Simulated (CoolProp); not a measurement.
Vapour-liquid equilibrium of n-hexane (1) + n-decane (2) at 4.53 bar; x and y are mole fractions of (1).

Model: multi-fluid Helmholtz-energy mixture model, Thol 2019 and Lemmon 2006; pair parameters Kunz 2012, in CoolProp.

Task: Give the bubble temperature and the first vapour's composition at x = 0.05, 0.55, 0.75. Is there an azeotrope?

Result: x = 0.05: 233.1 °C, y = 0.194; x = 0.55: 156.5 °C, y = 0.921; x = 0.75: 140.2 °C, y = 0.972. No azeotrope shows between x = 0.05 and 0.95.

The pair parameters rest on a limited set of measurements; away from them the model extrapolates.
